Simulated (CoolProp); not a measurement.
Vapour-liquid equilibrium of n-butane (1) + acetone (2) at 0.822 bar; x and y are mole fractions of (1).

Computed with CoolProp (multi-fluid Helmholtz-energy mixture model, Bücker 2006 and Lemmon 2006; pair parameters Bell 2016).

```json
[
 {"x": "0.05", "bubble temperature (K)": "301.0", "y at the bubble point": "0.588", "dew temperature at overall composition x (K)": "321.8", "liquid density (mol/L)": "13.21"},
 {"x": "0.125", "bubble temperature (K)": "283.6", "y at the bubble point": "0.822", "dew temperature at overall composition x (K)": "319.6", "liquid density (mol/L)": "13.18"},
 {"x": "0.2", "bubble temperature (K)": "275.8", "y at the bubble point": "0.884", "dew temperature at overall composition x (K)": "317.2", "liquid density (mol/L)": "12.98"},
 {"x": "0.275", "bubble temperature (K)": "272.3", "y at the bubble point": "0.907", "dew temperature at overall composition x (K)": "314.7", "liquid density (mol/L)": "12.72"},
 {"x": "0.35", "bubble temperature (K)": "270.6", "y at the bubble point": "0.917", "dew temperature at overall composition x (K)": "311.9", "liquid density (mol/L)": "12.44"},
 {"x": "0.425", "bubble temperature (K)": "270.0", "y at the bubble point": "0.921", "dew temperature at overall composition x (K)": "308.9", "liquid density (mol/L)": "12.15"},
 {"x": "0.5", "bubble temperature (K)": "269.8", "y at the bubble point": "0.922", "dew temperature at overall composition x (K)": "305.5", "liquid density (mol/L)": "11.87"},
 {"x": "0.575", "bubble temperature (K)": "269.7", "y at the bubble point": "0.923", "dew temperature at overall composition x (K)": "301.7", "liquid density (mol/L)": "11.60"},
 {"x": "0.65", "bubble temperature (K)": "269.6", "y at the bubble point": "0.924", "dew temperature at overall composition x (K)": "297.4", "liquid density (mol/L)": "11.35"},
 {"x": "0.725", "bubble temperature (K)": "269.4", "y at the bubble point": "0.927", "dew temperature at overall composition x (K)": "292.2", "liquid density (mol/L)": "11.12"},
 {"x": "0.8", "bubble temperature (K)": "269.0", "y at the bubble point": "0.933", "dew temperature at overall composition x (K)": "285.8", "liquid density (mol/L)": "10.91"},
 {"x": "0.875", "bubble temperature (K)": "268.4", "y at the bubble point": "0.946", "dew temperature at overall composition x (K)": "277.1", "liquid density (mol/L)": "10.72"},
 {"x": "0.95", "bubble temperature (K)": "267.7", "y at the bubble point": "0.971", "dew temperature at overall composition x (K)": "268.3", "liquid density (mol/L)": "10.55"}
]
```

No azeotrope shows between x = 0.05 and 0.95.

Pair parameters are fitted to limited data, so mixtures are less certain than the pure fluids. With so large a gap from Raoult's law the liquid may split in two, which this calculation doesn't test in full.
